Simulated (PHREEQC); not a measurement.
Dissolve 1.2 mol LiCl, 0.22 mol Na2SO4 and 2.1 mol NaCl per kg of water at 20 °C. Closed to the air; pH follows from the charge balance.

The numbers come from PHREEQC with the Pitzer model, pitzer.dat.

```
Item                       Result
-------------------  ------------
ionic strength       3.96 mol/kgw
activity of water           0.861
density               1.123 g/cm³
osmotic coefficient         1.148
```

| species | molality | activity | log γ |
|---|---|---|---|
| Cl- | 3.30 | 1.88 | -0.244 |
| Na+ | 2.54 | 2.82 | 0.046 |
| Li+ | 1.20 | 2.51 | 0.320 |
| SO4-2 | 0.220 | 0.00302 | -1.862 |
| OH- | 1.61e-7 | 4.50e-8 | -0.553 |
| HSO4- | 1.10e-7 | 3.28e-8 | -0.525 |
| H+ | 5.09e-8 | 1.31e-7 | 0.410 |

This is a speciation only: nothing precipitates in the calculation.
